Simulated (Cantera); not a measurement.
## Thermodynamics of halide evaporation, hydrolysis and transport, feed CsCl + O₂ + N₂

A closed system holds: 1 mol CsCl, 0.56 mol O₂, 0.43 mol N₂, at 1802 °C and 0.0190 bar.

Cantera equilibrium calculation (NASA polynomials, part measured and part estimated; ideal gas, pure solids and liquids). Candidate condensed phases: Cs, CsCl; 18 gas species. Rates play no part.

```json
{
 "x(CsCl)": "0.496",
 "x(O₂)": "0.275",
 "x(N₂)": "0.212",
 "x(NO)": "0.00554",
 "x(O)": "0.00443",
 "x(Cl)": "0.00366",
 "x(Cs)": "0.00362",
 "x(Cs₂Cl₂)": "7.44e-5",
 "x(CsO)": "4.12e-5",
 "gas_amount": "2.002 mol",
 "log10 activity of CsCl(l) (absent)": "-2.95"
}
```
